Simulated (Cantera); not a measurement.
Input (Python, Cantera) and output of one run.

```python
import numpy as np
import cantera as ct

gas_names = """
    Fe FeO Fe(OH)2 H HNO HNO2 HNO3 HO2 H2 H2O H2O2 N NH NH2 NH3 NH2OH NO NO2 NO3 N2 N2H2 N2H4 N2O O OH
    O2 O3
""".split()
cond_names = """
    Fe(a) Fe(c) Fe(d) Fe(L) FeO(s) FeO(L) Fe(OH)2(s) Fe(OH)3(s) Fe2O3(s) Fe3O4(s) H2O(s) H2O(L)
""".split()


# ... load() reads the species with a 1 bar reference pressure and builds the phases ...
atoms = {
    'Fe': {'Fe': 1},
    'H2O': {'H': 2, 'O': 1},
    'N2': {'N': 2},
}
top_T = {'Fe2O3(s)': 1830, 'Fe3O4(s)': 1870}  # K; cautious upper limits of use, not melting points


# ... equilibrate(T, P, feed) seeds the gas with the atoms and calls Mixture.equilibrate('TP', solver="vcs", rtol=1e-11, max_steps=5000) ...
results = []
feed = {'Fe': 1, 'H2O': 0.11, 'N2': 0.27}  # mol
P = 2100  # Pa
for T in [975, 1025, 1075, 1125, 1175, 1225, 1275, 1325, 1375, 1425, 1475]:
    mix = equilibrate(T, P, feed)
    results.append((T, P, feed, dict(zip(mix.species_names, mix.species_moles))))

top = {s: max(r[3][s] / sum(r[3][g] for g in gas_names) for r in results) for s in gas_names}
cols = sorted((s for s in top if top[s] > 0.001), key=lambda s: -top[s])[:8]
seen = [c for c in cond_names if any(r[3].get(c, 0) > 1e-12 for r in results)]
print("log10 of partial pressures in bar; condensed amounts in mol")
print(f"{'T/K':>10s}" + "".join(f"{s[:9]:>10s}" for s in cols + seen))
for T, P, feed, n in results:
    ng = sum(n[g] for g in gas_names)
    print(f"{T:10.4g}" + "".join(f"{np.log10(max(n[s] / ng * P / 1e5, 1e-99)):10.3f}" for s in cols)
          + "".join(f"{n.get(c, 0):10.4g}" for c in seen))
```

Output:

```
log10 of partial pressures in bar; condensed amounts in mol
       T/K        N2        H2       H2O     Fe(a)     Fe(c)    FeO(s)
       975    -1.826    -2.283    -3.059    0.9058         0   0.09422
      1025    -1.826    -2.292    -3.014    0.9075         0   0.09248
      1075    -1.826    -2.300    -2.971    0.9094         0   0.09064
      1125    -1.826    -2.309    -2.931    0.9112         0   0.08879
      1175    -1.826    -2.318    -2.896     0.913         0   0.08701
      1225    -1.826    -2.327    -2.864         0    0.9147   0.08527
      1275    -1.826    -2.335    -2.836         0    0.9164   0.08363
      1325    -1.826    -2.343    -2.812         0    0.9179   0.08209
      1375    -1.826    -2.351    -2.790         0    0.9193   0.08067
      1425    -1.826    -2.358    -2.771         0    0.9207   0.07935
      1475    -1.826    -2.365    -2.754         0    0.9219   0.07812
```

Equilibrium computed with Cantera from the NASA thermochemical tables; the gas is ideal and each condensed phase is pure. Mutual solubility and eutectic melting of coexisting phases are not modelled. The tables' stoichiometric FeO is somewhat more stable than real wüstite, so its field is too wide. FeO: taken at fixed stoichiometry.
